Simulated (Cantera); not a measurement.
An adiabatic, constant-volume homogeneous reactor starts with 6.08 % CH₄, 1.22 % C₂H₆, 14.9 % O₂, 77.8 % N₂, at 1475 K and 2.60 bar.

Model: GRI-Mech 3.0 (53 species, 325 reactions), integrated in Cantera.

One state of this run: T (K) = 2846; P (bar) = 5.26; x CH₄ = <1e-12; x C₂H₆ = <1e-12; x O₂ = 0.0108; x HCN = 1.58e-9; x C₂H = <1e-12; x OH = 0.0148; x H₂O = 0.122. x: mole fraction; the columns are a selection and need not sum to one.

**Question.** Which value of t (s) does it belong to?
(A) 0.00882
(B) 0.182
(C) 0.000156
(D) 1.00e-6

**Answer.** C, 0.000156
